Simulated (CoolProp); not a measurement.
R21 at several states: Z from the reference equation and from simpler models built on Tc = 452.7 K, pc = 5.289 MPa, ω = 0.206; each cubic takes its own stable root.

Model: reference Helmholtz-energy equation of state, Platzer 1990, in CoolProp. This equation is an older, rougher fit; its heat capacities, sound speeds and derivatives of the liquid may be far off and weren't checked against measurements.

```json
[
 {"T (K)": "209.1", "p (MPa)": "0.0191", "phase": "liquid", "reference": "(withheld)", "Redlich-Kwong": "(withheld)", "Soave-Redlich-Kwong": "(withheld)", "Peng-Robinson": "(withheld)"},
 {"T (K)": "271.9", "p (MPa)": "10.3", "phase": "liquid", "reference": "0.3237", "Redlich-Kwong": "0.3500", "Soave-Redlich-Kwong": "0.3436", "Peng-Robinson": "0.3052"},
 {"T (K)": "280", "p (MPa)": "0.0109", "phase": "gas", "reference": "0.9961", "Redlich-Kwong": "0.9974", "Soave-Redlich-Kwong": "0.9971", "Peng-Robinson": "0.9970"}
]
```

Task: Some entries are withheld; supply them.

Result: 
- 209.1, reference: 0.0007238
- 209.1, Redlich-Kwong: 0.0007853
- 209.1, Soave-Redlich-Kwong: 0.0007765
- 209.1, Peng-Robinson: 0.0006908
